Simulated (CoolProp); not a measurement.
The numbers come from the reference Helmholtz-energy equation of state, Outcalt 1996 in CoolProp. It is a modified Benedict-Webb-Rubin equation, recast in Helmholtz form.

Task: For R152A, give the phase and the density (kg/m³), cp (kJ/(kg K)), cv (kJ/(kg K)), speed of sound (m/s) at 138.25 °C and 2.9 MPa; 138.25 °C and 6.29 MPa.

Result: 
- 138.25 °C and 2.9 MPa: gas; density 71.2, cp 1.62, cv 1.25, speed of sound 201
- 138.25 °C and 6.29 MPa: supercritical; density 300, cp 4.73, cv 1.43, speed of sound 151
